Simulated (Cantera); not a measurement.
A perfectly stirred reactor is fed with 3.70 % C3H8, 96.3 % H2, at 0.00306 atm; it is held at 1650 K, and followed from long to short residence time.

Cantera simulation using GRI-Mech 3.0 (53 species, 325 reactions); the numbers are that mechanism's predictions, not measurements. GRI-Mech 3.0 was tuned for natural gas; its chemistry of propane as a main component is partial and can be far from experiment. GRI-Mech 3.0 stops at C3 and has no aromatics, soot or wall deposition, so with more carbon than oxygen in the feed, carbon stays in small species such as C2H2 where larger ones or solid carbon would form. Radical loss at walls, strong at low pressure, is not modelled.

x: mole fraction; the columns are a selection and need not sum to one.

```csv
τ (s),x C3H8,x H2,x H,x CH4,x C2H,x C2H2
14,1.61e-6,0.943,0.00178,0.00990,3.73e-7,0.0453
5.0,4.34e-6,0.940,0.00191,0.0145,3.80e-7,0.0430
1.8,1.14e-5,0.936,0.00208,0.0202,3.89e-7,0.0402
0.67,2.88e-5,0.933,0.00229,0.0262,3.97e-7,0.0370
0.24,7.46e-5,0.929,0.00256,0.0320,4.02e-7,0.0334
0.089,?,0.926,?,0.0363,3.96e-7,?
0.032,?,0.924,0.00312,0.0388,3.68e-7,?
0.012,0.00119,0.923,0.00339,0.0390,3.02e-7,0.0189
0.0043,0.00303,0.924,0.00360,0.0363,1.90e-7,0.0112
```

Q: Complete the blanks.

A: 
- 0.089, x C3H8: 0.000187
- 0.089, x H: 0.00284
- 0.089, x C2H2: 0.0296
- 0.032, x C3H8: 0.000483
- 0.032, x C2H2: 0.0249
